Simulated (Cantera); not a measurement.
# Ignition delay

Mixture: CH₄ : H₂ : O₂ : N₂ = 1 : 0.9 : 2.23 : 8.37 (molar parts), equivalence ratio 1.1, at 100000 Pa, adiabatic and at constant volume. Ignition delay is the time to a rise of 400 K.

Detailed kinetics in Cantera: GRI-Mech 3.0 (53 species, 325 reactions). Below about 1000 K GRI-Mech 3.0 lacks low-temperature oxidation paths.

```
T0 (K)  delay (ms)
------  ----------
975           11.7
1075          3.12
1175          1.22
1275         0.546
1375         0.272
1475         0.149
1575        0.0891
1675        0.0565
1775        0.0374
```

| Property | Result |
|---|---|
| apparent activation energy between 1575 and 1775 K | 100 kJ/mol |
